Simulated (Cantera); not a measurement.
Premixed flame

A freely propagating, adiabatic, planar premixed flame of 34.0 % H₂, 17.3 % O₂, 48.6 % N₂, equivalence ratio 0.98, unburnt at 575 K and 1.20 bar; mixture-averaged transport, grid criteria slope 0.08 and curve 0.16, no radiation.

Model: the H2/O2 subset of GRI-Mech 3.0, which has no nitrogen chemistry, integrated in Cantera. Burning velocities carry a grid error of a few per cent, more on coarse grids.

```csv
z (mm),T (K),u (m/s),x H₂,x O₂,x OH,x H₂O₂,x O,x HO₂
-1.00,575,8.76,0.340,0.173,<1e-8,<1e-8,<1e-8,<1e-8
-0.667,575,8.76,0.340,0.173,<1e-8,<1e-8,<1e-8,<1e-8
-0.500,575,8.76,0.340,0.173,<1e-8,<1e-8,<1e-8,<1e-8
-0.333,575,8.76,0.340,0.173,<1e-8,<1e-8,<1e-8,1.51e-7
-0.167,586,8.89,0.337,0.174,3.38e-5,2.58e-6,5.26e-6,0.000227
-0.0834,810,12.0,0.301,0.170,0.00111,2.35e-5,0.000414,0.000289
0,1308,18.6,0.175,0.121,0.00576,7.56e-6,0.00798,0.000123
0.0834,1650,23.1,0.0775,0.0561,0.0154,3.27e-6,0.0169,5.09e-5
0.167,1812,25.2,0.0602,0.0397,0.0205,1.86e-6,0.0181,3.12e-5
0.333,1989,27.3,0.0576,0.0339,0.0243,1.01e-6,0.0161,2.13e-5
0.667,2175,29.5,0.0548,0.0294,0.0267,6.08e-7,0.0129,1.42e-5
1.33,2357,31.5,0.0493,0.0249,0.0273,4.37e-7,0.00939,9.38e-6
2.67,2513,33.2,0.0422,0.0207,0.0259,3.96e-7,0.00642,7.01e-6
```
x: mole fraction of selected species; z is measured from the peak of heat release.

laminar burning velocity: 876 cm/s
thermal thickness: 0.333 mm
peak x(OH): 0.0274
peak x(H₂O₂): 2.36e-5
peak x(O): 0.0181
peak x(HO₂): 0.000426
